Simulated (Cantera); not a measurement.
A Cantera script and what it prints.

```python
import numpy as np
import cantera as ct

gas_names = """
    AL ALH ALO ALOH ALO2 ALO2H AL2 AL2O AL2O2 H HALO HO2 H2 H2O H2O2 O OH O2 O3
""".split()
cond_names = """
    AL(cr) AL(L) AL2O3(a) AL2O3(L) H2O(s) H2O(L)
""".split()


# ... load() reads the species with a 1 bar reference pressure and builds the phases ...
atoms = {
    'Al': {'AL': 1},
    'O2': {'O': 2},
    'H2': {'H': 2},
}
top_T = {}  # K; cautious upper limits of use, not melting points


# ... equilibrate(T, P, feed) seeds the gas with the atoms and calls Mixture.equilibrate('TP', solver="vcs", rtol=1e-11, max_steps=5000) ...
results = []
feed = {'Al': 1, 'O2': 2.1, 'H2': 50}  # mol
T = 2200  # K
P = 81000  # Pa
mix = equilibrate(T, P, feed)
results.append((T, P, feed, dict(zip(mix.species_names, mix.species_moles))))
print(gas.report(threshold=1e-05))
for i in range(1, mix.n_phases):
    print(f"{mix.phase(i).name:16s} {mix.phase_moles(i):12.5e} mol")
```

It prints:

```
       temperature   2200 K
          pressure   81000 Pa
           density   0.012715 kg/m^3
  mean mol. weight   2.8714 kg/kmol
   phase of matter   gas

                          1 kg             1 kmol
                     ---------------   ---------------
          enthalpy        1.7188e+07        4.9355e+07  J
   internal energy        1.0818e+07        3.1063e+07  J
           entropy             69495        1.9955e+05  J/K
    Gibbs function        -1.357e+08       -3.8965e+08  J
 heat capacity c_p             12446             35737  J/K
 heat capacity c_v            9550.3             27423  J/K

                      mass frac. Y      mole frac. X     chem. pot. / RT
                     ---------------   ---------------   ---------------
                 H           0.00213         0.0060675            -10.03
                H2           0.66003           0.94009           -20.061
               H2O           0.33746          0.053788           -44.252
                OH        0.00028693        4.8445e-05           -34.221
     [  +15 minor]        8.7873e-05        5.6087e-06

AL(L)             0.00000e+00 mol
AL2O3(a)          4.99865e-01 mol
```

Cantera equilibrium calculation (NASA polynomials, part measured and part estimated; ideal gas, pure solids and liquids). Gases not in the tables: Al(OH)3.
